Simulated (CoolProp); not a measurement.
Acetone at several states: Z from the reference equation and from simpler models built on Tc = 508.1 K, pc = 4.692 MPa, ω = 0.307; each cubic takes its own stable root.

Model: reference Helmholtz-energy equation of state, Lemmon 2006, in CoolProp. It is a short technical equation, of lower accuracy than the large ones.

```tsv
T (K)	p (MPa)	phase	reference
351.9	0.0259	gas	0.9907
201.1	1.03	liquid	0.04023
241.2	0.534	liquid	0.01827
286.2	14.4	liquid	0.4338
402.1	1.3	liquid	0.03451
```

### Question
How far does each simpler model (van der Waals, Redlich-Kwong, Soave-Redlich-Kwong, Peng-Robinson) lie from the reference over these 5 states: mean and median of the absolute difference, and the worst?

### Answer
- van der Waals: mean 518.9 %, median 97.2 %, worst +2308.0 % at 402.1 K and 1.3 MPa
- Redlich-Kwong: mean 27.0 %, median 32.7 %, worst +37.1 % at 402.1 K and 1.3 MPa
- Soave-Redlich-Kwong: mean 23.7 %, median 29.3 %, worst +31.5 % at 201.1 K and 1.03 MPa
- Peng-Robinson: mean 12.2 %, median 14.0 %, worst +17.3 % at 201.1 K and 1.03 MPa

At some of these states van der Waals gives the other phase, because its saturation line lies elsewhere.
